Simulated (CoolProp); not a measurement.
Model: reference Helmholtz-energy equation of state, Thol 2017, in CoolProp.

### Question
For decamethyltetrasiloxane (MD2M), give the phase and the density (kg/m³), cp (kJ/(kg K)), expansivity (1/kK), fugacity coefficient at 600 K and 19.1 bar; 600 K and 105 bar.

### Answer
- 600 K and 19.1 bar: supercritical; density 465, cp 2.50, expansivity 6.04, fugacity coefficient 0.454
- 600 K and 105 bar: supercritical; density 591, cp 2.25, expansivity 1.54, fugacity coefficient 0.220
